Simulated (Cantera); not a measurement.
A perfectly stirred reactor is fed with 2.14 % C₃H₈, 20.5 % O₂, 77.3 % N₂, at 1800000 Pa; it is adiabatic with a 325 K inlet, and is followed from long to short residence time, starting on the burning branch (τ in s: 0.4, 0.16, 0.066, 0.027, 0.011, 0.0044, 0.0018, 0.00073, 0.0003, 0.00012, 4.9e-05, 2e-05).

Cantera simulation using GRI-Mech 3.0 (53 species, 325 reactions); the numbers are that mechanism's predictions, not measurements. GRI-Mech 3.0 was tuned for natural gas; its chemistry of propane as a main component is partial and can be far from experiment. The pressure lies above the range GRI-Mech 3.0 was tuned for (to about 10 atm).

### Question
Predict: blow-out, bracketed by the residence times tried; x(C₃H₈) at τ = 0.400 s; x(O₂) at τ = 0.400 s; x(CO₂) at τ = 0.400 s; x(O) at τ = 0.400 s; x(C₃H₈) at τ = 1.80 ms; x(O₂) at τ = 1.80 ms; x(CO₂) at τ = 1.80 ms; x(O) at τ = 1.80 ms.

### Answer
blow-out, bracketed by the residence times tried: burning at 1.80 ms, out at 0.730 ms
x(C₃H₈) at τ = 0.400 s: 3.73e-7
x(O₂) at τ = 0.400 s: 0.0966
x(CO₂) at τ = 0.400 s: 0.0627
x(O) at τ = 0.400 s: 1.25e-6
x(C₃H₈) at τ = 1.80 ms: 7.48e-5
x(O₂) at τ = 1.80 ms: 0.101
x(CO₂) at τ = 1.80 ms: 0.0540
x(O) at τ = 1.80 ms: 1.21e-5
